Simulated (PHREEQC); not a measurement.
Dissolve 0.005 mol/kgw HF, 6.3e-05 mol/kgw NaF, 3.2e-05 mol/kgw H4SiO4 and 0.00057 mol/kgw H3PO4 at 25 °C. Closed to the air; pH follows from the charge balance.

All values are PHREEQC results (ion-association model, wateq4f.dat), not measurements.

pH: 2.76
ionic strength: 0.00193 mol/kgw
total alkalinity: -5.57 meq/kg

```csv
species,molality,activity,log γ
HF,0.00341,0.00342,0.000
H+,0.00184,0.00176,-0.020
F-,0.00136,0.00130,-0.021
H2PO4-,0.000457,0.000436,-0.021
H3PO4,0.000113,0.000113,0.000
Na+,6.30e-5,6.00e-5,-0.021
SiF6-2,3.16e-5,2.61e-5,-0.084
H2F2,3.04e-5,3.04e-5,0.000
HF2-,1.79e-5,1.70e-5,-0.021
H4SiO4,3.80e-7,3.80e-7,0.000
NaF,4.48e-8,4.48e-8,0.000
HPO4-2,1.87e-8,1.54e-8,-0.084
```

This is a speciation only: nothing precipitates in the calculation. Complexes and solids missing from the database can't appear. H3PO4, which wateq4f.dat lacks, is added to it with the constant of phreeqc.dat. SiF6-2 is the database's only silicon fluoride.
